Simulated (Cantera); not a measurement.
What does this Cantera script print?

```python
import numpy as np
import cantera as ct

gas = ct.Solution("gri30.yaml")
gas.TPX = 1198, 21000, {'C3H8': 1, 'O2': 2.27, 'N2': 8.55}
reactor = ct.IdealGasConstPressureReactor(gas, energy="on", clone=False)
net = ct.ReactorNet([reactor])
net.rtol, net.atol = 1e-08, 1e-16
show = ['C3H8', 'O2', 'HCO', 'NO2', 'CH4', 'OH']
times = np.geomspace(7e-06, 1, 16)

steps = ct.SolutionArray(gas, extra=["t"])
rows = []
print(f"{'t/s':>10s}{'T/K':>9s}{'P/Pa':>11s}" + "".join(f"{s:>11s}" for s in show))
for t in times:
    while net.time < t:
        t_next = net.step()
        steps.append(gas.state, t=t_next)
    rows.append([np.interp(t, steps.t, y) for y in (steps.T, steps.P, *steps(*show).X.T)])
    print(f"{t:10.3e}{rows[-1][0]:9.1f}{rows[-1][1]:11.4g}" + "".join(f"{x:11.3e}" for x in rows[-1][2:]))
rate = np.gradient(steps.T, steps.t)
print("integrator steps:", len(steps.t))
if steps.T.max() > steps.T[0] + 200:
    print(f"time of steepest temperature rise: {steps.t[rate.argmax()]:.4e} s")
gas.TPX = 1198, 21000, {'C3H8': 1, 'O2': 2.27, 'N2': 8.55}
gas.equilibrate("HP")
print(f"equilibrium (HP): T = {gas.T:.1f} K  " + "  ".join(f"{s} {gas[s].X[0]:.3e}" for s in show))
```

Output:

```
       t/s      T/K       P/Pa       C3H8         O2        HCO        NO2        CH4         OH
 7.000e-06   1198.0    2.1e+04  8.460e-02  1.920e-01  5.615e-15  5.403e-26  9.588e-09  3.252e-09
 1.544e-05   1198.0    2.1e+04  8.460e-02  1.920e-01  5.449e-14  3.536e-24  4.892e-08  6.962e-09
 3.407e-05   1197.9    2.1e+04  8.459e-02  1.920e-01  4.132e-13  1.366e-22  2.557e-07  1.315e-08
 7.518e-05   1197.8    2.1e+04  8.457e-02  1.920e-01  3.934e-12  3.313e-21  1.342e-06  3.456e-08
 1.659e-04   1197.6    2.1e+04  8.451e-02  1.920e-01  6.142e-11  7.345e-20  7.077e-06  1.229e-07
 3.659e-04   1197.2    2.1e+04  8.430e-02  1.919e-01  8.452e-10  2.259e-18  3.772e-05  2.928e-07
 8.073e-04   1196.9    2.1e+04  8.369e-02  1.916e-01  3.795e-09  3.008e-17  1.622e-04  3.067e-07
 1.781e-03   1196.7    2.1e+04  8.230e-02  1.910e-01  1.029e-08  2.454e-16  4.925e-04  3.431e-07
 3.930e-03   1196.9    2.1e+04  7.892e-02  1.893e-01  2.790e-08  1.907e-15  1.321e-03  4.460e-07
 8.670e-03   1203.4    2.1e+04  6.884e-02  1.832e-01  1.200e-07  2.168e-14  3.851e-03  9.840e-07
 1.913e-02   2237.8    2.1e+04  8.092e-13  7.661e-07  2.165e-07  1.670e-10  5.280e-04  2.663e-04
 4.220e-02   2222.8    2.1e+04  1.858e-25  1.178e-06  4.040e-08  3.853e-10  1.880e-08  3.163e-04
 9.311e-02   2216.9    2.1e+04  1.350e-35  1.754e-06  4.707e-08  2.554e-10  7.294e-12  3.831e-04
 2.054e-01   2217.1    2.1e+04  8.761e-36  1.801e-06  4.748e-08  1.389e-10  6.070e-12  3.881e-04
 4.533e-01   2217.4    2.1e+04  7.756e-36  1.807e-06  4.750e-08  7.766e-11  5.766e-12  3.888e-04
 1.000e+00   2217.5    2.1e+04  7.535e-36  1.810e-06  4.751e-08  5.660e-11  5.696e-12  3.891e-04
integrator steps: 2191
time of steepest temperature rise: 1.3516e-02 s
equilibrium (HP): T = 2217.5 K  C3H8 9.641e-36  O2 1.810e-06  HCO 4.752e-08  NO2 5.391e-11  CH4 6.350e-12  OH 3.892e-04
```

Model: GRI-Mech 3.0 (53 species, 325 reactions), integrated in Cantera. GRI-Mech 3.0 was tuned for natural gas; its chemistry of propane as a main component is partial and can be far from experiment.
